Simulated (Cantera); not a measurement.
Feed: 1 mol Si, 4.3 mol HCl, 8.4 mol H2, held at 398 Torr.

Method: chemical equilibrium by Gibbs-energy minimisation in Cantera with the NASA 1993 tables (ideal gas, pure condensed phases). Candidate condensed phases: Si; 19 gas species. The tables' values for SiCl3, SiCl are old estimates; treat these amounts as uncertain. Equilibrium is a limit: real reactors are often held back by kinetics, nucleation or transport.

log p: log10 of the partial pressure in bar; nothing condenses.

| T (°C) | log p H2 | log p HCl | log p SiCl4 | log p SiCl2 | log p SiHCl3 | log p SiCl3 |
|---|---|---|---|---|---|---|
| 227 | -0.33 | -1.87 | -1.34 | <-12 | -5.60 | <-12 |
| 377 | -0.33 | -1.86 | -1.35 | <-12 | … | -8.51 |
| 527 | -0.33 | -1.83 | -1.36 | -8.39 | -2.90 | -5.90 |
| 677 | -0.33 | … | -1.39 | … | … | -4.22 |
| 827 | -0.34 | -1.60 | -1.46 | -3.62 | -2.03 | -3.11 |
| 977 | -0.35 | -1.43 | -1.59 | -2.42 | -1.96 | -2.43 |
| 1127 | -0.37 | -1.23 | -1.87 | -1.81 | -2.16 | -2.15 |
| 1277 | -0.39 | -1.10 | -2.37 | -1.54 | -2.58 | -2.18 |
| 1427 | -0.40 | -1.05 | -3.03 | -1.44 | -3.10 | -2.38 |

**Question.** What belongs in the gaps?

**Answer.** 
- 677, log p HCl: -1.73
- 677, log p SiCl2: -5.52
- 677, log p SiHCl3: -2.33
- 377, log p SiHCl3: -3.90
